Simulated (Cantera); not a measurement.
Abatement and gas-phase synthesis: SO₂ + H₂

Input: 1 mol SO₂, a varied amount of H₂, at 2623 K and 8.50 bar.

Method: chemical equilibrium by Gibbs-energy minimisation in Cantera with the NASA 1993 tables (ideal gas, pure condensed phases). Candidate condensed phases: H₂O, H₂SO₄, S; 19 gas species. Kinetics and transport are ignored.

| n(H₂) (mol) | x SO₂ | x H₂ | x H₂O | x SO | x S₂ | x H₂S | x SH | x H |
|---|---|---|---|---|---|---|---|---|
| 0.077 | 0.858 | 0.00440 | 0.0644 | 0.0614 | 0.00182 | 8.89e-5 | 0.000579 | 0.000958 |
| 0.14 | 0.783 | 0.0106 | 0.109 | 0.0793 | 0.00610 | 0.000390 | 0.00164 | 0.00148 |
| 0.27 | 0.659 | 0.0253 | 0.185 | 0.0945 | 0.0173 | 0.00157 | 0.00427 | 0.00230 |
| 0.51 | 0.495 | 0.0541 | 0.286 | 0.0982 | 0.0358 | 0.00484 | 0.00899 | 0.00336 |
| 0.95 | 0.307 | 0.107 | 0.394 | 0.0871 | 0.0573 | 0.0121 | 0.0160 | 0.00472 |
| 1.8 | 0.130 | 0.204 | 0.465 | 0.0597 | 0.0710 | 0.0257 | 0.0246 | 0.00653 |
| 3.3 | 0.0307 | 0.367 | 0.424 | 0.0278 | 0.0594 | 0.0423 | 0.0302 | 0.00875 |
| 6.2 | 0.00383 | 0.583 | 0.284 | 0.00824 | 0.0297 | 0.0475 | 0.0269 | 0.0110 |
x: gas mole fraction; nothing condenses.

From 0.077 mol H₂ to 6.2 mol H₂ nothing is condensed.
